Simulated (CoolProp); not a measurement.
Vapour-liquid equilibrium of dimethyl ether (1) + R227EA (2) at 0.00906 MPa; x and y are mole fractions of (1).

Model: multi-fluid Helmholtz-energy mixture model, Wu 2011 and Lemmon 2016; pair parameters Bell 2016, in CoolProp.

| x | bubble temperature, mixture model (K) | bubble temperature, Raoult's law (K) | y, mixture model | y, Raoult's law |
|---|---|---|---|---|
| 0.05 | 213.1 | 211.9 | 0.013 | 0.083 |
| 0.15 | 214.7 | 210.9 | 0.074 | 0.233 |
| 0.25 | 215.9 | 210.0 | 0.205 | 0.367 |
| 0.35 | 215.9 | 209.1 | 0.398 | 0.484 |
| 0.45 | 214.7 | 208.2 | 0.601 | 0.589 |
| 0.55 | 212.6 | 207.4 | 0.761 | 0.683 |
| 0.65 | 210.3 | 206.7 | 0.867 | 0.767 |
| 0.75 | 208.1 | 205.9 | 0.931 | 0.842 |
| 0.85 | 206.3 | 205.2 | 0.968 | 0.910 |
| 0.95 | 204.9 | 204.5 | 0.992 | 0.972 |

The largest gap from Raoult's law is +6.8 K in bubble temperature, at x = 0.35. y crosses x between x = 0.25 and 0.35: the model has an azeotrope there.

Pair parameters are fitted to limited data, so mixtures are less certain than the pure fluids.
